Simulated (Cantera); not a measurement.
Low-pressure radical oxidation in H2/O2

An isothermal, constant-pressure homogeneous reactor starts with H2 : O2 : N2 = 0.014 : 1 : 0.33 (molar parts), at 1125 K and 0.0263 atm.

Detailed kinetics in Cantera: GRI-Mech 3.0 (53 species, 325 reactions). Radical loss at walls, strong at low pressure, is not modelled.

| t (s) | x H2 | x O2 | x O | x H | x H2O | x H2O2 | x NO2 |
|---|---|---|---|---|---|---|---|
| 0.000200 | 0.0104 | 0.744 | 6.20e-10 | 2.31e-10 | 2.30e-10 | <1e-12 | <1e-12 |
| 0.000502 | 0.0104 | 0.744 | 3.18e-9 | 6.86e-10 | 2.33e-9 | <1e-12 | <1e-12 |
| 0.00126 | 0.0104 | 0.744 | 4.14e-8 | 7.17e-9 | 4.51e-8 | 2.19e-12 | <1e-12 |
| 0.00317 | 0.0104 | 0.744 | 1.25e-5 | 2.13e-6 | 1.48e-5 | 6.50e-11 | <1e-12 |
| 0.00796 | 0.000310 | 0.736 | 0.00688 | 0.000874 | 0.00921 | 9.32e-8 | <1e-12 |
| 0.0200 | 4.47e-5 | 0.738 | 0.00515 | 0.000348 | 0.00997 | 3.93e-8 | 2.51e-12 |
| 0.0502 | 2.15e-5 | 0.740 | 0.00248 | 0.000116 | 0.0102 | 3.72e-8 | 5.51e-12 |
| 0.126 | 6.65e-6 | 0.742 | 0.000775 | 2.02e-5 | 0.0104 | 3.09e-8 | 1.11e-11 |
| 0.317 | 1.47e-6 | 0.743 | 0.000175 | 2.18e-6 | 0.0104 | 1.98e-8 | 2.13e-11 |
| 0.796 | 2.87e-7 | 0.743 | 3.53e-5 | 1.98e-7 | 0.0104 | 9.03e-9 | 3.39e-11 |
| 2.00 | 5.96e-8 | 0.743 | 7.53e-6 | 1.96e-8 | 0.0105 | 3.13e-9 | 4.11e-11 |
x: mole fraction; the columns are a selection and need not sum to one.

Equilibrium at this temperature and pressure: H2 1.81e-10, O2 0.743, O 2.45e-8, H 3.68e-12, H2O 0.0105, H2O2 1.73e-11, NO2 8.54e-7 (gas phase only).
